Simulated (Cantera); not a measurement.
Charge: 1 mol SiCl4, 0.16 mol HCl, 18 mol N2, 0.033 mol Cl2, equilibrated at 923.15 K and 33.8 Torr.

Cantera equilibrium calculation (NASA polynomials, part measured and part estimated; ideal gas, pure solids and liquids). Candidate condensed phases: NH4Cl, Si, Si3N4; 28 gas species. The numbers say what is thermodynamically allowed, not how fast it happens.

Base state: N2 0.938, SiCl4 0.0521, HCl 0.00834, Cl2 0.00171, Cl 2.18e-5 (mole fractions); condensed: gas only.

Q: What changes in the equilibrium state with this change: SiCl4 replaced by SiH4?

A: 
```csv
species,before,after
N2,0.938,0.888
H2,<1e-9,0.101
HCl,0.00834,0.0116
SiCl4,0.0521,2.87e-7
Cl2,0.00171,<1e-9
Cl,2.18e-5,<1e-9
"Si3N4(s), mol",0,0.333
```
N2 is the only nitrogen source here; it is nearly inert below about 1500 K, so the nitride shown seldom forms there in practice.
